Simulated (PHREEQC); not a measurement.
Solution (30 °C and 500 atm): 0.44 mol MgSO4, 0.18 mol K2SO4 and 0.9 mol MgCl2 per kg of water. Closed to the air; pH follows from the charge balance.

The numbers come from PHREEQC with the Pitzer model, pitzer.dat.

- ionic strength = 5.00 mol/kgw
- activity of water = 0.926
- density = 1.145 g/cm³
- osmotic coefficient = 1.031

```csv
species,molality,activity,log γ
Cl-,1.80,1.09,-0.219
Mg+2,1.34,0.634,-0.325
SO4-2,0.620,0.00895,-1.841
K+,0.360,0.244,-0.169
MgOH+,1.91e-6,1.24e-6,-0.187
HSO4-,1.24e-6,9.21e-7,-0.129
H+,7.84e-7,1.19e-6,0.181
OH-,1.14e-7,1.49e-8,-0.884
```

Precipitation was switched off in this run. Under pressure, the constants of complexes without a molar volume in the database are unreliable.
